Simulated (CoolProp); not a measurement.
Methane at 298.15 K and 0.471 MPa flows at 2.5 m/s in a round tube of 20 mm bore and 1.5 µm roughness, fully developed (64/Re and Nu = 3.66 if laminar; Colebrook and Gnielinski if turbulent). Each further row changes one setting.

Values from CoolProp's reference Helmholtz-energy equation of state, Setzmann 1991.

```tsv
case	Reynolds number	Darcy friction factor	pressure drop (Pa/m)	heat-transfer coefficient (W/(m² K))	mass flow (kg/h)
as stated	13700	0.0286	13.7	66.7	8.69
velocity 5 m/s	27300	0.0242	46.5	116	17.4
diameter 40 mm	27300	0.0241	5.79	57.6	34.8
```

Viscosity comes from a separate model (Quiñones-Cisneros 2006). Thermal conductivity comes from a separate model (Friend 1989).
